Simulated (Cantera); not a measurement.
A closed system holds: 1 mol MgCO3, 8.9 mol O2, 6.9 mol N2, equilibrated at 1175 °C and 0.0290 bar.

Equilibrium computed with Cantera from the NASA thermochemical tables; the gas is ideal and each condensed phase is pure. Candidate condensed phases: C, Mg, MgCO3, MgO; 28 gas species. Rates play no part.

Base state: O2 0.529, N2 0.410, CO2 0.0595, NO 0.00108 (mole fractions); condensed: MgO(s).

Q: What changes in the equilibrium state with this change: O2 from 8.9 to 0.22 mol?

A: 
| species | before | after |
|---|---|---|
| N2 | 0.410 | 0.850 |
| CO2 | 0.0595 | 0.123 |
| O2 | 0.529 | 0.0269 |
| NO | 0.00108 | 0.000350 |
| MgO(s), mol | 1.00 | 1.00 |
